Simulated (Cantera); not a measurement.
# Thermodynamics of chlorosilane synthesis and conversion, feed Si + HCl + H₂

Charge: 1 mol Si, 0.75 mol HCl, 16 mol H₂, at 1 atm.

Cantera equilibrium calculation (NASA polynomials, part measured and part estimated; ideal gas, pure solids and liquids). Candidate condensed phases: Si; 19 gas species. The tables' values for SiCl₃ are old estimates; treat these amounts as uncertain. Rates play no part.

```csv
T (K),x H₂,x HCl,x SiHCl₃,x SiCl₄,x SiCl₂,n Si(s)
825,0.986,0.000950,0.00701,0.00546,1.01e-6,0.781
900,0.985,0.00224,0.00668,0.00534,6.90e-6,0.787
975,0.983,0.00456,0.00622,0.00504,3.41e-5,0.798
1050,0.981,0.00823,0.00556,0.00449,0.000129,0.815
1125,0.977,0.0133,0.00465,0.00366,0.000386,0.838
1200,0.972,0.0195,0.00352,0.00259,0.000922,0.863
1275,0.968,0.0256,0.00230,0.00151,0.00176,0.888
1350,0.964,0.0304,0.00127,0.000697,0.00269,0.906
1425,0.962,0.0331,0.000611,0.000269,0.00345,0.916
1500,0.961,0.0344,0.000280,9.69e-5,0.00395,0.919
1575,0.960,0.0348,0.000131,3.55e-5,0.00428,0.920
1650,0.960,0.0349,6.35e-5,1.37e-5,0.00451,0.919
```
x: gas mole fraction; n: condensed amount in mol.

From 825 K to 1650 K the condensed part is Si(s). The main Si-bearing gas is SiHCl₃ at 825 K and SiCl₂ at 1650 K. The share of Si in condensed phases is highest at 1575 K (92.0 %) and lowest at 825 K (78.1 %).
